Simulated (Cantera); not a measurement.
## Low-pressure radical oxidation in H2/O2

An isothermal, constant-pressure homogeneous reactor starts with 1.86 % H₂, 98.1 % O₂, at 1300 K and 1.05 Torr.

Cantera simulation using GRI-Mech 3.0 (53 species, 325 reactions); the numbers are that mechanism's predictions, not measurements. Radical loss at walls, strong at low pressure, is not modelled.

```json
[
 {"t (s)": "9.00e-5", "x H₂": "0.0186", "x O₂": "0.981", "x OH": "1.36e-10", "x HO₂": "9.09e-10", "x H₂O₂": "<1e-12"},
 {"t (s)": "0.000276", "x H₂": "0.0186", "x O₂": "0.981", "x OH": "1.02e-9", "x HO₂": "2.78e-9", "x H₂O₂": "<1e-12"},
 {"t (s)": "0.000844", "x H₂": "0.0186", "x O₂": "0.981", "x OH": "5.93e-9", "x HO₂": "8.52e-9", "x H₂O₂": "1.27e-12"},
 {"t (s)": "0.00258", "x H₂": "0.0186", "x O₂": "0.981", "x OH": "3.25e-8", "x HO₂": "2.61e-8", "x H₂O₂": "1.17e-11"},
 {"t (s)": "0.00792", "x H₂": "0.0186", "x O₂": "0.981", "x OH": "5.12e-7", "x HO₂": "7.98e-8", "x H₂O₂": "1.05e-10"},
 {"t (s)": "0.0242", "x H₂": "0.0171", "x O₂": "0.980", "x OH": "0.000707", "x HO₂": "1.57e-7", "x H₂O₂": "9.88e-10"},
 {"t (s)": "0.0742", "x H₂": "0.000138", "x O₂": "0.964", "x OH": "0.00191", "x HO₂": "1.15e-7", "x H₂O₂": "3.03e-9"},
 {"t (s)": "0.227", "x H₂": "0.000135", "x O₂": "0.964", "x OH": "0.00190", "x HO₂": "1.14e-7", "x H₂O₂": "3.00e-9"},
 {"t (s)": "0.696", "x H₂": "0.000130", "x O₂": "0.965", "x OH": "0.00187", "x HO₂": "1.12e-7", "x H₂O₂": "2.99e-9"},
 {"t (s)": "2.13", "x H₂": "0.000118", "x O₂": "0.966", "x OH": "0.00178", "x HO₂": "1.08e-7", "x H₂O₂": "2.95e-9"},
 {"t (s)": "6.53", "x H₂": "8.99e-5", "x O₂": "0.970", "x OH": "0.00155", "x HO₂": "9.55e-8", "x H₂O₂": "2.81e-9"},
 {"t (s)": "20.0", "x H₂": "4.51e-5", "x O₂": "0.976", "x OH": "0.00110", "x HO₂": "6.85e-8", "x H₂O₂": "2.37e-9"}
]
```
x: mole fraction; the columns are a selection and need not sum to one.

Equilibrium at this temperature and pressure: H₂ 4.43e-8, O₂ 0.981, OH 3.47e-5, HO₂ 9.98e-9, H₂O₂ 3.82e-11 (gas phase only).
